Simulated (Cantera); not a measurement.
Charge: 1 mol SiH₂Cl₂, 18 mol H₂, equilibrated at 825 °C and 1.00 bar.

These are equilibrium values from Cantera (NASA tables, ideal gas, pure condensed phases), not measurements of a reactor. Candidate condensed phases: Si; 19 gas species. The tables' values for SiCl₃ are old estimates; treat these amounts as uncertain. Kinetics and transport are ignored.

Base state: H₂ 0.959, HCl 0.0149, SiCl₄ 0.0121, SiHCl₃ 0.0113, SiH₂Cl₂ 0.00127, SiCl₃ 0.000633, SiCl₂ 0.000467, SiH₃Cl 3.79e-5 (mole fractions); condensed: Si(s).

Problem. What changes in the equilibrium state with this change: temperature from 825 °C to 775 °C?

Solution. 
```json
[
 {"species": "H₂", "before": "0.959", "after": "0.963"},
 {"species": "SiCl₄", "before": "0.0121", "after": "0.0129"},
 {"species": "SiHCl₃", "before": "0.0113", "after": "0.0121"},
 {"species": "HCl", "before": "0.0149", "after": "0.0105"},
 {"species": "SiCl₂", "before": "0.000467", "after": "0.000213"},
 {"species": "SiCl₃", "before": "0.000633", "after": "0.000387"},
 {"species": "SiH₃Cl", "before": "3.79e-5", "after": "3.60e-5"},
 {"species": "SiH₂Cl₂", "before": "0.00127", "after": "0.00129"},
 {"species": "Si(s), mol", "before": "0.497", "after": "0.475"}
]
```
